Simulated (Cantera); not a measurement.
Low-pressure radical oxidation in H2/O2

An isothermal, constant-pressure homogeneous reactor starts with H2 : O2 : N2 = 0.013 : 1 : 0.16 (molar parts), at 1000 K and 0.00880 bar.

Computed with Cantera and GRI-Mech 3.0 (53 species, 325 reactions). Radical loss at walls, strong at low pressure, is not modelled.

| t (s) | x H2 | x O2 | x OH | x N2O | x H |
|---|---|---|---|---|---|
| 1.00e-6 | 0.0111 | 0.853 | <1e-12 | <1e-12 | <1e-12 |
| 3.80e-6 | 0.0111 | 0.853 | <1e-12 | <1e-12 | <1e-12 |
| 1.44e-5 | 0.0111 | 0.853 | <1e-12 | <1e-12 | <1e-12 |
| 5.48e-5 | 0.0111 | 0.853 | <1e-12 | <1e-12 | 2.95e-12 |
| 0.000208 | 0.0111 | 0.853 | 4.05e-12 | <1e-12 | 8.66e-12 |
| 0.000790 | 0.0111 | 0.853 | 3.16e-11 | <1e-12 | 2.18e-11 |
| 0.00300 | 0.0111 | 0.853 | 2.96e-10 | <1e-12 | 1.25e-10 |
| 0.0114 | 0.0111 | 0.853 | 8.48e-8 | <1e-12 | 3.33e-8 |
| 0.0433 | 0.000331 | 0.845 | 0.000651 | 1.32e-10 | 0.00125 |
| 0.164 | 3.17e-5 | 0.849 | 0.000257 | 7.86e-10 | 0.000237 |
| 0.624 | 5.59e-6 | 0.851 | 0.000108 | 1.26e-9 | 1.83e-5 |
| 2.37 | 5.16e-7 | 0.852 | 3.41e-5 | 1.46e-9 | 5.74e-7 |
| 9.00 | 4.54e-8 | 0.852 | 1.05e-5 | 1.53e-9 | 1.68e-8 |
x: mole fraction; the columns are a selection and need not sum to one.

Equilibrium at this temperature and pressure: H2 1.13e-11, O2 0.852, OH 1.78e-7, N2O 8.50e-11, H <1e-12 (gas phase only).
